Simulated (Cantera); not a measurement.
A diamond (100) surface in a fixed gas of H2 with x(CH4) = 0.0091, x(H) = 0.0048, x(CH3) = 0.00029, 0.0207 atm; coverages are run to steady state.

Model: the Harris–Goodwin 1993 mechanism for the reconstructed diamond (100) surface, integrated in Cantera.

θ: site fractions in the mechanism's names (c6HH fully hydrogenated, c6H* and c6*H radical sites, c6** diradical, c6HM methylated).

```csv
T (K),growth (µm/h),θ c6HH,θ c6H*,θ c6*H,θ c6**,θ c6HM
950,(withheld),0.613,0.0134,0.319,0.00625,0.0376
1025,(withheld),0.556,0.0199,0.379,0.0109,0.0243
1100,(withheld),0.505,0.0274,0.433,0.0174,0.0112
1175,(withheld),0.457,0.0354,0.476,0.0256,0.00323
1250,0.991,0.412,0.0435,0.507,0.0351,0.000754
1325,0.959,0.374,0.0515,0.528,0.0454,0.000173
1400,(withheld),0.343,0.0591,0.541,0.0562,3.96e-5
```

### Question
Some entries are withheld; supply them.

### Answer

- 950, growth (µm/h): 2.33
- 1025, growth (µm/h): 2.96
- 1100, growth (µm/h): 2.53
- 1175, growth (µm/h): 1.46
- 1400, growth (µm/h): 0.829
